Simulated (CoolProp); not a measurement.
Vapour-liquid equilibrium of CH2F2 (R32) (1) + propylene (2) at 1.08 bar; x and y are mole fractions of (1).

Values from CoolProp's multi-fluid Helmholtz-energy mixture model, Tillner-Roth 1997 and Lemmon 2013; pair parameters Bell 2016.

| x | bubble temperature (K) | y at the bubble point | dew temperature at overall composition x (K) | liquid density (mol/L) |
|---|---|---|---|---|
| 0.05 | 222.6 | 0.211 | 226.0 | 14.81 |
| 0.125 | 218.9 | 0.375 | 224.5 | 15.30 |
| 0.2 | 217.0 | 0.460 | 222.9 | 15.77 |
| 0.275 | 216.0 | 0.507 | 221.2 | 16.25 |
| 0.35 | 215.5 | 0.535 | 219.5 | 16.75 |
| 0.425 | 215.3 | 0.551 | 217.8 | 17.29 |
| 0.5 | 215.2 | 0.561 | 216.1 | 17.88 |
| 0.575 | 215.2 | 0.568 | 215.2 | 18.52 |
| 0.65 | 215.2 | 0.576 | 216.3 | 19.23 |
| 0.725 | 215.3 | 0.588 | 217.7 | 20.00 |
| 0.8 | 215.6 | 0.613 | 219.1 | 20.85 |
| 0.875 | 216.6 | 0.668 | 220.5 | 21.75 |
| 0.95 | 219.1 | 0.800 | 221.9 | 22.68 |

y crosses x between x = 0.5 and 0.575: the model has an azeotrope there.

The pair parameters rest on a limited set of measurements; away from them the model extrapolates.
